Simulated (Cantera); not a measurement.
Feed: 1 mol Al, 11 mol NH₃, 1.2 mol H₂, at 1675 K and 4.05 Torr.

Cantera equilibrium calculation (NASA polynomials, part measured and part estimated; ideal gas, pure solids and liquids). Candidate condensed phases: Al, AlN; 13 gas species. Kinetics and transport are ignored.

Base state: H₂ 0.778, N₂ 0.220, H 0.00139, Al 6.84e-5 (mole fractions); condensed: AlN(s).

**Question.** What changes in the equilibrium state with this change: pressure from 4.05 Torr to 0.195 Torr?

**Answer.** 
```json
[
 {"species": "H₂", "before": "0.778", "after": "0.766"},
 {"species": "N₂", "before": "0.220", "after": "0.221"},
 {"species": "Al", "before": "6.84e-5", "after": "0.00646"},
 {"species": "H", "before": "0.00139", "after": "0.00630"},
 {"species": "AlH", "before": "2.90e-6", "after": "5.98e-5"},
 {"species": "AlN(s), mol", "before": "0.998", "after": "0.850"}
]
```

**Question.** What changes in the equilibrium state with this change: temperature from 1675 K to 1523 K?

**Answer.** 
| species | before | after |
|---|---|---|
| H₂ | 0.778 | 0.779 |
| N₂ | 0.220 | 0.220 |
| H | 0.00139 | 0.000278 |
| Al | 6.84e-5 | 7.18e-7 |
| AlN(s), mol | 0.998 | 1.000 |

**Question.** What changes in the equilibrium state with this change: temperature from 1675 K to 1025 K?

**Answer.** 
| species | before | after |
|---|---|---|
| H₂ | 0.778 | 0.780 |
| N₂ | 0.220 | 0.220 |
| H | 0.00139 | 5.24e-8 |
| Al | 6.84e-5 | <1e-9 |
| AlN(s), mol | 0.998 | 1.00 |
